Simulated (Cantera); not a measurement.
Input: 1 mol V2O5, 1.1 mol H2, 3.9 mol N2, held at 25.5 Torr.

Equilibrium computed with Cantera from the NASA thermochemical tables; the gas is ideal and each condensed phase is pure. Candidate condensed phases: H2O, V, VN, VO, V2O3, V2O4, V2O5; 28 gas species. Mutual solubility and eutectic melting of coexisting phases are not modelled. Condensed phases not in the tables: the oxides between V2O3 and V2O5 other than VO2. Kinetics and transport are ignored.

log p: log10 of the partial pressure in bar; n: condensed amount in mol.

```csv
T (K),log p N2,log p H2O,log p VO2,log p H2,log p O2,log p OH,n V2O3(s),n V2O4(s),n V2O4(l)
1350,-1.58,-2.13,-8.77,-4.68,-8.28,…,0.0969,0.903,0
1450,-1.58,-2.13,-7.56,-4.53,-7.24,…,0.0957,0.904,0
1550,-1.58,-2.13,-6.52,-4.41,-6.33,…,0.0945,0.905,0
1650,-1.58,-2.13,-5.61,-4.29,-5.53,…,0.0939,0.906,0
1750,-1.58,-2.13,-4.81,-4.19,-4.83,…,0.0966,0.902,0
1850,-1.58,-2.13,-4.13,-4.05,-4.31,…,0.105,0,0.889
1950,-1.58,-2.14,-3.59,-3.81,-4.08,…,0.110,0,0.871
```

**Question.** Some entries are withheld; supply them.

**Answer.** 
- 1350, log p OH: -7.20
- 1450, log p OH: -6.51
- 1550, log p OH: -5.90
- 1650, log p OH: -5.37
- 1750, log p OH: -4.90
- 1850, log p OH: -4.51
- 1950, log p OH: -4.22
